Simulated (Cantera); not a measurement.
Feed: 1 mol CH2F2, 0.14 mol F2, 3.9 mol H2, equilibrated at 2498 K and 10000 Pa.

Cantera equilibrium calculation (NASA polynomials, part measured and part estimated; ideal gas, pure solids and liquids). Kinetics and transport are ignored.

```json
[
 {"species": "HF", "before": "0.366", "after": "0.449"},
 {"species": "H2", "before": "0.568", "after": "0.361"},
 {"species": "CH4", "before": "4.86e-6", "after": "0.190"},
 {"species": "H", "before": "0.0594", "after": "<1e-9"},
 {"species": "C2H2 (acetylene)", "before": "0.00609", "after": "<1e-9"},
 {"species": "F", "before": "7.96e-5", "after": "<1e-9"},
 {"species": "C2H", "before": "4.56e-5", "after": "<1e-9"},
 {"species": "C4H2", "before": "2.70e-5", "after": "<1e-9"},
 {"species": "C(graphite), mol", "before": "0.923", "after": "0.0357"}
]
```
Gas species are given as mole fractions.

Task: What was changed between the two runs?
A) temperature from 2498 K to 1850 K
B) temperature from 2498 K to 1300 K
C) temperature from 2498 K to 675 K
D) temperature from 2498 K to 2973.15 K

Result: C, temperature from 2498 K to 675 K
